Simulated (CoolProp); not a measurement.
A simple Rankine cycle with water: condensing at 315.15 K, boiler at 0.282 MPa, turbine inlet 419.5 K, turbine efficiency 0.9, pump efficiency 0.8, no recuperator. Each further row changes one setting.

Values from CoolProp's reference Helmholtz-energy equation of state, Wagner 2002.

```json
[
 {"case": "as stated", "thermal efficiency (%)": "(withheld)", "net work (kJ/kg)": "479", "heat in (kJ/kg)": "2580", "turbine exit temperature (K)": "315.1", "volume ratio over the turbine": "(withheld)"},
 {"case": "turbine inlet 439.5 K", "thermal efficiency (%)": "(withheld)", "net work (kJ/kg)": "489", "heat in (kJ/kg)": "2620", "turbine exit temperature (K)": "315.1", "volume ratio over the turbine": "22.3"},
 {"case": "condensing temperature 307.15 K", "thermal efficiency (%)": "(withheld)", "net work (kJ/kg)": "526", "heat in (kJ/kg)": "(withheld)", "turbine exit temperature (K)": "307.1", "volume ratio over the turbine": "(withheld)"},
 {"case": "boiler pressure 0.197 MPa", "thermal efficiency (%)": "16.8", "net work (kJ/kg)": "435", "heat in (kJ/kg)": "(withheld)", "turbine exit temperature (K)": "315.1", "volume ratio over the turbine": "16.4"},
 {"case": "turbine efficiency 0.8", "thermal efficiency (%)": "16.5", "net work (kJ/kg)": "426", "heat in (kJ/kg)": "2580", "turbine exit temperature (K)": "315.1", "volume ratio over the turbine": "(withheld)"}
]
```

### Question
Fill in the missing entries.

### Answer

- as stated, thermal efficiency (%): 18.6
- as stated, volume ratio over the turbine: 23.1
- turbine inlet 439.5 K, thermal efficiency (%): 18.7
- condensing temperature 307.15 K, thermal efficiency (%): 20.1
- condensing temperature 307.15 K, heat in (kJ/kg): 2610
- condensing temperature 307.15 K, volume ratio over the turbine: 34.2
- boiler pressure 0.197 MPa, heat in (kJ/kg): 2590
- turbine efficiency 0.8, volume ratio over the turbine: 23.7

The expansion ends wet for: as stated; turbine inlet 439.5 K; condensing temperature 307.15 K; boiler pressure 0.197 MPa; turbine efficiency 0.8.
